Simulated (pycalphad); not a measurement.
All values are pycalphad results on the COST 507 light-alloy database (1999) (1 atm), not direct measurements. The data set is of 1999 and partly superseded. Kinetics are ignored, which matters at the lower temperatures.

Molar enthalpy of Hf-0.7767C (wt.%) in equilibrium (SER reference):

```csv
T (K),H (kJ/mol),phases
3300,116.26,liquid
3200,112.04,liquid
3100,106.28,liquid + fcc
2900,93.68,liquid + fcc
2700,82.37,liquid + fcc
2600,53.63,hcp
2500,49.58,hcp
2300,41.03,hcp + fcc
2100,32.54,hcp + fcc
1900,24.53,hcp + fcc
1700,16.91,hcp + fcc
1500,9.66,hcp + fcc
1300,2.76,hcp + fcc
1100,-3.80,hcp + fcc
900,-10.01,hcp + fcc
700,-15.89,hcp + fcc
500,-21.42,hcp + fcc
```

Cooling from 3200 K to 2600 K, across the freezing range, releases 58.4 kJ/mol, or 362 J/g. The slope is 42 J/(mol K) in the liquid and 41 J/(mol K) just below the solidus, where it includes any heat of precipitation. Liquidus 3158 K, solidus 2617 K. Changes were sought between steps of 100 K, so a narrower field can be missed.

The fcc model also describes the rock-salt carbide or nitride (TiC, TiN, HfC).
